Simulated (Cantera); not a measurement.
**TiO2 + HCl + H2 (oxide etching and cleaning by halides)**

A closed system holds: 1 mol TiO2, 11 mol HCl, 0.31 mol H2, at 0.380 bar.

Method: chemical equilibrium by Gibbs-energy minimisation in Cantera with the NASA 1993 tables (ideal gas, pure condensed phases). Candidate condensed phases: H2O, Ti, TiCl2, TiCl3, TiCl4, TiO, TiO2, Ti2O3, Ti3O5, Ti4O7; 23 gas species. The tables' values for TiCl2 are old estimates; treat these amounts as uncertain. The numbers say what is thermodynamically allowed, not how fast it happens.

```tsv
T (K)	log p HCl	log p H2	log p H2O	log p Cl	log p TiCl4	log p TiCl3	log p H	log p TiOCl2	n TiO2(rutile)
1423	-0.44	-1.98	-2.58	-4.71	-2.90	-4.19	-6.17	-6.87	0.961
1473	-0.44	-1.98	-2.56	-4.44	-2.89	-4.02	-5.89	-6.49	0.959
1523	-0.44	-1.98	-2.53	-4.18	-2.88	-3.86	-5.63	-6.13	0.956
1573	-0.44	-1.98	-2.51	-3.94	-2.87	-3.71	-5.38	-5.81	0.954
1623	-0.44	-1.98	-2.48	-3.71	-2.86	-3.58	-5.15	-5.50	0.951
1673	-0.44	-1.98	-2.46	-3.50	-2.86	-3.46	-4.93	-5.21	0.949
1723	-0.44	-1.98	-2.44	-3.30	-2.86	-3.35	-4.73	-4.95	0.946
1773	-0.44	-1.98	-2.41	-3.11	-2.87	-3.24	-4.53	-4.70	0.942
1823	-0.44	-1.97	-2.39	-2.94	-2.88	-3.15	-4.35	-4.46	0.939
1873	-0.44	-1.97	-2.37	-2.77	-2.90	-3.07	-4.17	-4.25	0.935
1923	-0.44	-1.95	-2.34	-2.62	-2.92	-2.99	-4.00	-4.04	0.931
```
log p: log10 of the partial pressure in bar; n: condensed amount in mol.

From 1423 K to 1923 K the condensed part is TiO2(rutile). The main Ti-bearing gas is TiCl4 throughout. The share of Ti in condensed phases is highest at 1423 K (96.1 %) and lowest at 1923 K (93.1 %).
